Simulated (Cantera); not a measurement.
Feed: 1 mol Si₃H₈, 2.9 mol HCl, 15 mol N₂, held at 1623.15 K and 0.100 bar.

Cantera equilibrium calculation (NASA polynomials, part measured and part estimated; ideal gas, pure solids and liquids). Candidate condensed phases: NH₄Cl, Si, Si₃N₄; 28 gas species. The feed counts by its element totals alone. The tables' values for SiCl₃ are old estimates; treat these amounts as uncertain. The numbers say what is thermodynamically allowed, not how fast it happens.

Base state: N₂ 0.656, H₂ 0.211, HCl 0.123, SiCl₂ 0.00899, SiCl₃ 0.000914, SiCl₄ 0.000217, H 0.000100, SiHCl₃ 5.76e-5 (mole fractions); condensed: Si₃N₄(s).

Q: What changes in the equilibrium state with this change: temperature from 1623.15 K to 1548 K?

A: 
```json
[
 {"species": "N₂", "before": "0.656", "after": "0.655"},
 {"species": "H₂", "before": "0.211", "after": "0.207"},
 {"species": "HCl", "before": "0.123", "after": "0.133"},
 {"species": "SiCl₂", "before": "0.00899", "after": "0.00423"},
 {"species": "H", "before": "0.000100", "after": "4.42e-5"},
 {"species": "Cl", "before": "4.62e-5", "after": "2.28e-5"},
 {"species": "Si₃N₄(s), mol", "before": "0.932", "after": "0.964"}
]
```
